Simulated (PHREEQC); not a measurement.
0.43 g of hydrous ferric oxide (600 m²/g; 0.2 weak and 0.005 strong sites per Fe, Dzombak-Morel constants, diffuse double layer) in 1 kg of water with 0.1 mol/kgw of an inert sodium salt and 9e-06 mol/kgw MgCl2 and 0.0022 mol/kgw CuCl2, at 25 °C; the pH is set by adding NaOH or the inert anion's acid. Oxygen alone is held at its pressure in air (log pO2 = -0.68). The system is closed to CO2. Precipitation was switched off in this run.

Base run: PHREEQC, ion-association model, wateq4f.dat. Each further column changes one thing. The table gives Cu sorbed (%).

```
pH   base  no electrostatic term (-no_edl)  background salt from 0.1 to 0.01 mol/kgw  oxide from 0.43 to 2.1 g/kgw
---  ----  -------------------------------  ----------------------------------------  ----------------------------
3     0.0                              0.0                                       0.1                           0.2
4     1.5                              1.6                                       1.6                           6.9
4.5   5.8                              7.2                                       5.8                          24.2
5    19.3                             25.9                                      16.6                          61.9
6    38.3                             44.5                                      31.3                          97.3
7    39.5                             45.0                                      31.6                          99.8
7.5  36.8                             45.0                                      29.3                          99.7
8    32.7                             45.0                                      26.7                          99.5
9    26.0                             44.6                                      23.5                          98.4
```

In at least one series the solution becomes supersaturated in solids that the run did not let form, among them Cu(OH)2, Atacamite. The database's constant for dissolved Cu(OH)2 is higher than later reviews accept. The oxide is taken as insoluble; below pH 4 it would dissolve.
